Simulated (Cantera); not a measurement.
A diamond (100) surface in a fixed gas of H2 with x(CH4) = 0.0052, x(H) = 0.00023, x(CH3) = 2.4e-05, 0.0140 bar; coverages are run to steady state.

Model: the Harris–Goodwin 1993 mechanism for the reconstructed diamond (100) surface, integrated in Cantera.

One state of this run: growth (µm/h) = 0.00359; θ c6HH = 0.545; θ c6H* = 0.0380; θ c6*H = 0.406; θ c6** = 0.0106; θ c6HM = 8.24e-6. θ: site fractions in the mechanism's names (c6HH fully hydrogenated, c6H* and c6*H radical sites, c6** diradical, c6HM methylated).

Task: Which value of T (K) does it belong to?
A. 1375
B. 1075
C. 1300
D. 925

Result: C, 1300
